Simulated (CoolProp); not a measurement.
A simple Rankine cycle with sulfur dioxide: condensing at 300.15 K, boiler at 4.28 MPa, turbine inlet 524 K, turbine efficiency 0.6, pump efficiency 0.8, no recuperator. Each further row changes one setting.

The numbers come from the reference Helmholtz-energy equation of state, Gao 2016 in CoolProp.

```csv
case,thermal efficiency (%),net work (kJ/kg),heat in (kJ/kg),turbine exit temperature (K),volume ratio over the turbine
as stated,13.7,66.8,489,395.0,8.30
condensing temperature 292.15 K,14.6,73.2,500,384.2,10.6
boiler pressure 3 MPa,12.2,61.0,498,416.2,5.97
turbine efficiency 0.5,11.3,55.1,489,411.6,8.68
```
